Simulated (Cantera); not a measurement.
**Ignition delay**

Mixture: CH4 : O2 : N2 = 1 : 4.76 : 17.9 (molar parts), at 760 Torr, adiabatic and at constant pressure. Ignition delay is the time to a rise of 400 K.

Cantera simulation using GRI-Mech 3.0 (53 species, 325 reactions); the numbers are that mechanism's predictions, not measurements.

| T0 (K) | delay (ms) |
|---|---|
| 1173 | 42.6 |
| 1248 | 14.8 |
| 1323 | 5.66 |
| 1398 | 2.40 |
| 1473 | 1.13 |
| 1548 | 0.586 |

| Property | Result |
|---|---|
| apparent activation energy between 1398 and 1548 K | 170 kJ/mol |
